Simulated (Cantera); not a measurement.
A diamond (100) surface in a fixed gas of H2 with x(CH4) = 0.0082, x(H) = 0.0021, at 1198 K, 57.0 Torr; coverages are run to steady state.

Model: the Harris–Goodwin 1993 mechanism for the reconstructed diamond (100) surface, integrated in Cantera.

One state of this run: growth (µm/h) = 0.388; θ c6HH = 0.451; θ c6H* = 0.0377; θ c6*H = 0.484; θ c6** = 0.0264; θ c6HM = 0.000468. θ: site fractions in the mechanism's names (c6HH fully hydrogenated, c6H* and c6*H radical sites, c6** diradical, c6HM methylated).

Which value of x(CH3) does it belong to?
A. 0.0011
B. 2e-05
C. 0.0031
D. 5.6e-05

B, 2e-05
